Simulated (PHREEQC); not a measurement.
Make-up at 75 °C: 0.0094 mol/kgw CsOH and 0.016 mol/kgw Na2SiO3. Closed to the air; pH follows from the charge balance.

Model: ion-association model, wateq4f.dat, run in PHREEQC.

Each row changes one thing in this solution. Precipitation was switched off in this run.

| case | pH | ionic strength (mol/kgw) | H3SiO4- (mol/kgw) | H2SiO4-2 (mol/kgw) | H4SiO4 (mol/kgw) | SI of Quartz (SiO2) |
|---|---|---|---|---|---|---|
| as made | 10.99 | 0.0433 | 0.0139 | 0.00186 | 0.000213 | -0.32 |
| CsOH from 0.0094 to 0.00094 mol/kgw | 10.83 | 0.0342 | 0.0144 | 0.00127 | 0.000327 | -0.13 |
| 0.00063 mol/kgw NaHCO3 added | 10.98 | 0.0436 | 0.0140 | [?] | 0.000219 | -0.30 |
| diluted 100-fold with water | 9.23 | 0.000414 | 7.68e-5 | 1.07e-7 | 8.31e-5 | -0.73 |
| temperature from 75 to 45 °C | 11.68 | 0.0438 | [?] | [?] | 8.39e-5 | [?] |
| diluted 10-fold with water | 10.11 | 0.00416 | 0.00139 | 1.72e-5 | 0.000188 | -0.38 |

### Question
What belongs in the gaps?

### Answer

- 0.00063 mol/kgw NaHCO3 added, H2SiO4-2 (mol/kgw): 0.00182
- temperature from 75 to 45 °C, H3SiO4- (mol/kgw): 0.0135
- temperature from 75 to 45 °C, H2SiO4-2 (mol/kgw): 0.00241
- temperature from 75 to 45 °C, SI of Quartz (SiO2): -0.37

At this temperature some constants are extrapolated from 25 °C, and those without enthalpy data are left unchanged.
